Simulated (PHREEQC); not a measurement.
Dissolve 0.0095 mol MnSO4, 8.4e-05 mol CaCl2, 0.0028 mol NaF and 3.2e-05 mol NaCl per kg of water at 20 °C. Closed to the air; pH follows from the charge balance.

Computed with PHREEQC (ion-association model, phreeqc.dat).

Precipitation was switched off in this run.

**Question.** Order these S species by the share of S that they hold, largest first: SO4-2, MnSO4, CaSO4, NaSO4-.

**Answer.** SO4-2 (75 %), MnSO4 (24 %), NaSO4- (0.53 %), CaSO4 (0.22 %)

The pH is 6.87 and the ionic strength 0.0315 mol/kgw. Saturation is exceeded, for instance for Fluorite; the values hold only as long as no solid forms.
